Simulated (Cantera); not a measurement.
A Cantera script and its output.

```python
import numpy as np
import cantera as ct

gas = ct.Solution("gri30.yaml")
gas.TPX = 1500, 13332, {'N2O': 0.17, 'H2': 0.025, 'N2': 8.5}
inlet = ct.Reservoir(gas, clone=True)

reactor = ct.IdealGasConstPressureReactor(gas, energy="off", clone=False)
exhaust = ct.Reservoir(gas, clone=True)
tau = [2.9, 1.5, 0.74, 0.38, 0.19, 0.097, 0.049, 0.025, 0.013, 0.0064][0]
for a, b in ((inlet, reactor), (reactor, exhaust)):
    ct.MassFlowController(a, b, mdot=lambda t: reactor.mass / tau)
net = ct.ReactorNet([reactor])
show = ['N2O', 'H2', 'HO2', 'NO', 'H2O', 'N2', 'O2']

rows = []
print(f"{'tau/s':>10s}{'T/K':>9s}" + "".join(f"{s:>11s}" for s in show))
for tau in [2.9, 1.5, 0.74, 0.38, 0.19, 0.097, 0.049, 0.025, 0.013, 0.0064]:
    net.initial_time = 0.0
    net.advance(30 * tau)
    before = gas.X
    net.advance(40 * tau)
    drift = np.max(np.abs(gas.X - before) / (gas.X + 1e-9))
    rows.append([gas.T, *gas[show].X, drift])
    print(f"{tau:10.3e}{gas.T:9.1f}" + "".join(f"{x:11.3e}" for x in gas[show].X))
```

It prints:

```
     tau/s      T/K        N2O         H2        HO2         NO        H2O         N2         O2
 2.900e+00   1500.0  7.918e-04  8.556e-06  2.523e-08  1.882e-03  2.816e-03  9.875e-01  6.912e-03
 1.500e+00   1500.0  1.407e-03  1.169e-05  3.402e-08  1.870e-03  2.812e-03  9.872e-01  6.613e-03
 7.400e-01   1500.0  2.561e-03  1.763e-05  5.072e-08  1.786e-03  2.806e-03  9.866e-01  6.083e-03
 3.800e-01   1500.0  4.309e-03  2.798e-05  7.868e-08  1.621e-03  2.797e-03  9.858e-01  5.303e-03
 1.900e-01   1500.0  6.827e-03  4.786e-05  1.271e-07  1.347e-03  2.779e-03  9.847e-01  4.200e-03
 9.700e-02   1500.0  9.622e-03  8.315e-05  1.959e-07  1.014e-03  2.745e-03  9.834e-01  2.997e-03
 4.900e-02   1500.0  1.225e-02  1.475e-04  2.776e-07  6.888e-04  2.680e-03  9.822e-01  1.889e-03
 2.500e-02   1500.0  1.425e-02  2.593e-04  3.435e-07  4.484e-04  2.566e-03  9.813e-01  1.073e-03
 1.300e-02   1500.0  1.563e-02  4.466e-04  3.697e-07  2.983e-04  2.375e-03  9.806e-01  5.586e-04
 6.400e-03   1500.0  1.674e-02  7.996e-04  3.504e-07  1.965e-04  2.018e-03  9.799e-01  2.395e-04
```

Computed with Cantera and GRI-Mech 3.0 (53 species, 325 reactions). GRI-Mech 3.0 was tuned for natural gas; its chemistry of N2O as a main component is partial and can be far from experiment.
